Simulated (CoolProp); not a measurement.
Vapour-liquid equilibrium of ethylene (1) + 1-butene (2) at 262.6 K; x and y are mole fractions of (1).

The numbers come from the multi-fluid Helmholtz-energy mixture model, Smukala 2000 and Lemmon 2005; pair parameters Bell 2016 in CoolProp.

**Question.** Give the bubble pressure and the first vapour's composition at x = 0.05, 0.2, 0.95. Is there an azeotrope?

**Answer.** x = 0.05: 211.9 kPa, y = 0.600; x = 0.2: 601.2 kPa, y = 0.866; x = 0.95: 2955 kPa, y = 0.994. No azeotrope shows between x = 0.05 and 0.95.

The pair parameters rest on a limited set of measurements; away from them the model extrapolates.
